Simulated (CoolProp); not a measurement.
Properties of oxygen at several states (Tc = 154.6 K, pc = 5.046 MPa, ω = 0.022).

Model: reference Helmholtz-energy equation of state, Schmidt 1985, in CoolProp. Above 300 K oxygen's equation is extrapolated.

```tsv
T (K)	p (MPa)	phase	density (kg/m³)	cv (kJ/(kg K))	Joule-Thomson coefficient (K/MPa)	isothermal compressibility (1/MPa)	viscosity (µPa s)	conductivity (mW/(m K))
472.1	0.324	gas	2.640	0.7032	0.8995	3.085	29.3	39.2
880.9	0.226	gas	0.9868	0.8106	-0.1675	4.422	45.2	64.8
916.4	0.0439	gas	0.1843	0.8169	-0.2037	22.78	46.4	66.8
444.2	0.434	gas	3.759	0.6946	1.071	2.303	28.0	37.3
758.1	0.0977	gas	0.4959	0.7852	-0.001676	10.23	40.8	57.5
```

Viscosity comes from a separate model (Lemmon 2004). Thermal conductivity comes from a separate model (Lemmon 2004).
